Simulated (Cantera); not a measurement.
A closed system holds: 1 mol B2O3, 50 mol H2, 3.1 mol NH3, equilibrated at 1225 K and 7.50 Torr.

These are equilibrium values from Cantera (NASA tables, ideal gas, pure condensed phases), not measurements of a reactor. Candidate condensed phases: B, BN, B2O3, B3O3H3, H2O; 39 gas species. Mutual solubility and eutectic melting of coexisting phases are not modelled. Equilibrium is a limit: real reactors are often held back by kinetics, nucleation or transport.

Base state: H2 0.972, N2 0.0274, H2O 0.000556, HBO2 0.000278, HBO 3.26e-5 (mole fractions); condensed: BN(s) + B2O3(l).

Problem. What changes in the equilibrium state with this change: B2O3 replaced by BF3?

Solution. 
| species | before | after |
|---|---|---|
| H2 | 0.972 | 0.951 |
| N2 | 0.0274 | 0.0256 |
| BF3 | 0 | 0.0144 |
| HF | 0 | 0.00895 |
| H2O | 0.000556 | 0 |
| HBO2 | 0.000278 | 0 |
| BN(s), mol | 0.0254 | 0.168 |
| B2O3(l), mol | 0.978 | 0 |
